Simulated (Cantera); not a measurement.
## Catalytic stagnation flow on Pt

A jet of 4.42 % CH4, 8.29 % O2, 87.3 % N2, equivalence ratio 1.1 at 300 K and 63.8 Torr hits a platinum plate 7.8 cm away at a mass flux of 0.033 kg/m²/s; the plate temperature is set and raised in steps from an oxygen-covered start.

Detailed kinetics in Cantera: Deutschmann's 1995 Pt surface mechanism with GRI-Mech 3.0 gas chemistry. Catalytic surfaces can have several steady states; this one follows from the mechanism file's or the stated starting coverage.

```json
[
 {"plate T (K)": "850", "wall x CH4": "0.0252", "wall x O2": "0.0425", "wall x H2O": "0.0356", "wall x OH": "1.12e-8", "wall x CO": "8.03e-6", "wall x CO2": "0.0233", "θ free Pt": "0.192", "θ O*": "0.806", "θ OH*": "0.00180", "θ CO*": "2.36e-5"},
 {"plate T (K)": "900", "wall x CH4": "0.0128", "wall x O2": "0.0163", "wall x H2O": "0.0586", "wall x OH": "3.77e-8", "wall x CO": "6.76e-6", "wall x CO2": "0.0385", "θ free Pt": "0.326", "θ O*": "0.672", "θ OH*": "0.00219", "θ CO*": "2.06e-5"},
 {"plate T (K)": "950", "wall x CH4": "0.00187", "wall x O2": "0.00105", "wall x H2O": "0.0781", "wall x OH": "<1e-8", "wall x CO": "0.0152", "wall x CO2": "0.0340", "θ free Pt": "0.867", "θ O*": "4.46e-5", "θ OH*": "2.79e-5", "θ CO*": "0.132"},
 {"plate T (K)": "1000", "wall x CH4": "0.00165", "wall x O2": "0.000961", "wall x H2O": "0.0781", "wall x OH": "<1e-8", "wall x CO": "0.0157", "wall x CO2": "0.0337", "θ free Pt": "0.930", "θ O*": "4.38e-5", "θ OH*": "2.37e-5", "θ CO*": "0.0691"},
 {"plate T (K)": "1050", "wall x CH4": "0.00157", "wall x O2": "0.000941", "wall x H2O": "0.0776", "wall x OH": "<1e-8", "wall x CO": "0.0154", "wall x CO2": "0.0341", "θ free Pt": "0.964", "θ O*": "4.86e-5", "θ OH*": "2.14e-5", "θ CO*": "0.0347"},
 {"plate T (K)": "1100", "wall x CH4": "0.00155", "wall x O2": "0.000954", "wall x H2O": "0.0767", "wall x OH": "1.41e-8", "wall x CO": "0.0146", "wall x CO2": "0.0351", "θ free Pt": "0.982", "θ O*": "5.84e-5", "θ OH*": "2.02e-5", "θ CO*": "0.0173"},
 {"plate T (K)": "1150", "wall x CH4": "0.00156", "wall x O2": "0.000982", "wall x H2O": "0.0754", "wall x OH": "3.49e-8", "wall x CO": "0.0133", "wall x CO2": "0.0365", "θ free Pt": "0.991", "θ O*": "7.41e-5", "θ OH*": "1.97e-5", "θ CO*": "0.00866"}
]
```
x: mole fraction at the wall; θ: surface coverage.
